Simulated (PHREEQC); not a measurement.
1.9 g of hydrous ferric oxide (600 m²/g; 0.2 weak and 0.005 strong sites per Fe, Dzombak-Morel constants, diffuse double layer) in 1 kg of water with 0.001 mol/kgw of an inert sodium salt and 3.6e-05 mol NiCl2, at 25 °C; the pH is set by adding NaOH or the inert anion's acid. O2 is buffered at 0.21 atm. No CO2 enters from the air. No solid was allowed to form.

All values are PHREEQC results (ion-association model, wateq4f.dat), not measurements.

```json
[
 {"pH": "3", "Ni sorbed (%)": "0.0", "surface charge σ (C/m²)": "0.282", "surface potential ψ (mV)": "224"},
 {"pH": "3.67", "Ni sorbed (%)": "0.0", "surface charge σ (C/m²)": "0.183", "surface potential ψ (mV)": "213"},
 {"pH": "4.33", "Ni sorbed (%)": "0.2", "surface charge σ (C/m²)": "0.107", "surface potential ψ (mV)": "193"},
 {"pH": "5", "Ni sorbed (%)": "2.4", "surface charge σ (C/m²)": "0.058", "surface potential ψ (mV)": "167"},
 {"pH": "5.67", "Ni sorbed (%)": "27.0", "surface charge σ (C/m²)": "0.029", "surface potential ψ (mV)": "136"},
 {"pH": "6.33", "Ni sorbed (%)": "84.1", "surface charge σ (C/m²)": "0.014", "surface potential ψ (mV)": "102"},
 {"pH": "7", "Ni sorbed (%)": "99.0", "surface charge σ (C/m²)": "0.006", "surface potential ψ (mV)": "65"},
 {"pH": "7.67", "Ni sorbed (%)": "100.0", "surface charge σ (C/m²)": "0.002", "surface potential ψ (mV)": "26"},
 {"pH": "8.33", "Ni sorbed (%)": "100.0", "surface charge σ (C/m²)": "-0.001", "surface potential ψ (mV)": "-12"},
 {"pH": "9", "Ni sorbed (%)": "100.0", "surface charge σ (C/m²)": "-0.004", "surface potential ψ (mV)": "-50"},
 {"pH": "9.67", "Ni sorbed (%)": "100.0", "surface charge σ (C/m²)": "-0.011", "surface potential ψ (mV)": "-88"},
 {"pH": "10.33", "Ni sorbed (%)": "100.0", "surface charge σ (C/m²)": "-0.024", "surface potential ψ (mV)": "-123"},
 {"pH": "11", "Ni sorbed (%)": "100.0", "surface charge σ (C/m²)": "-0.057", "surface potential ψ (mV)": "-153"}
]
```

Complexes and solids missing from the database can't appear. The oxide is taken as insoluble; below pH 4 it would dissolve.
